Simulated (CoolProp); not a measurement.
Vapour-liquid equilibrium of acetone (1) + benzene (2) at 0.0965 MPa; x and y are mole fractions of (1).

The numbers come from the multi-fluid Helmholtz-energy mixture model, Lemmon 2006 and Thol 2012; pair parameters Bell 2016 in CoolProp.

```json
[
 {"x": "0.05", "bubble temperature (K)": "348.7", "y at the bubble point": "0.129", "dew temperature at overall composition x (K)": "350.5", "liquid density (mol/L)": "10.55"},
 {"x": "0.15", "bubble temperature (K)": "344.1", "y at the bubble point": "0.318", "dew temperature at overall composition x (K)": "348.2", "liquid density (mol/L)": "10.78"},
 {"x": "0.25", "bubble temperature (K)": "340.7", "y at the bubble point": "0.452", "dew temperature at overall composition x (K)": "345.8", "liquid density (mol/L)": "11.00"},
 {"x": "0.35", "bubble temperature (K)": "338.0", "y at the bubble point": "0.554", "dew temperature at overall composition x (K)": "343.3", "liquid density (mol/L)": "11.22"},
 {"x": "0.45", "bubble temperature (K)": "335.8", "y at the bubble point": "0.639", "dew temperature at overall composition x (K)": "340.8", "liquid density (mol/L)": "11.45"},
 {"x": "0.55", "bubble temperature (K)": "333.9", "y at the bubble point": "0.713", "dew temperature at overall composition x (K)": "338.1", "liquid density (mol/L)": "11.69"},
 {"x": "0.65", "bubble temperature (K)": "332.3", "y at the bubble point": "0.780", "dew temperature at overall composition x (K)": "335.5", "liquid density (mol/L)": "11.94"},
 {"x": "0.75", "bubble temperature (K)": "330.9", "y at the bubble point": "0.843", "dew temperature at overall composition x (K)": "333.0", "liquid density (mol/L)": "12.20"},
 {"x": "0.85", "bubble temperature (K)": "329.6", "y at the bubble point": "0.906", "dew temperature at overall composition x (K)": "330.7", "liquid density (mol/L)": "12.48"},
 {"x": "0.95", "bubble temperature (K)": "328.4", "y at the bubble point": "0.968", "dew temperature at overall composition x (K)": "328.7", "liquid density (mol/L)": "12.77"}
]
```

No azeotrope shows between x = 0.05 and 0.95.

The pair parameters rest on a limited set of measurements; away from them the model extrapolates.
